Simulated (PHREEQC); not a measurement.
**Leach liquor (model solution)**

Consider water at 25 °C with 41 mmol/kgw H2SO4 and 9.6 mmol/kgw Li2SO4. Closed to the air; pH follows from the charge balance.

All values are PHREEQC results (ion-association model, phreeqc.dat), not measurements.

Each row changes one thing in this solution. This is a speciation only: nothing precipitates in the calculation.

```
case                                     pH  ionic strength (mol/kgw)  HSO4- (mol/kgw)  SO4-2 (mol/kgw)
-------------------------------------  ----  ------------------------  ---------------  ---------------
as made                                1.39                    0.0843           0.0332           0.0169
H2SO4 from 0.041 to 0.0369 mol/kgw     1.43                         …           0.0296           0.0163
Li2SO4 from 0.0096 to 0.00192 mol/kgw  1.36                    0.0694           0.0296           0.0132
Li2SO4 from 0.0096 to 0.0192 mol/kgw   1.43                     0.104           0.0371           0.0218
Li2SO4 from 0.0096 to 0.048 mol/kgw    1.53                     0.166                …           0.0385
diluted 10-fold with water             2.22                    0.0121          0.00151          0.00354
temperature from 25 to 85 °C           1.50                         …                …                …
Li2SO4 left out                        1.35                    0.0658           0.0286           0.0124
H2SO4 from 0.041 to 0.0615 mol/kgw     1.23                     0.110           0.0513           0.0192
```

Problem. Complete the blanks.

Solution. 
- H2SO4 from 0.041 to 0.0369 mol/kgw, ionic strength (mol/kgw): 0.0792
- Li2SO4 from 0.0096 to 0.048 mol/kgw, HSO4- (mol/kgw): 0.0456
- temperature from 25 to 85 °C, ionic strength (mol/kgw): 0.0630
- temperature from 25 to 85 °C, HSO4- (mol/kgw): 0.0442
- temperature from 25 to 85 °C, SO4-2 (mol/kgw): 0.00619

Constants without temperature data keep their 25 °C values here.
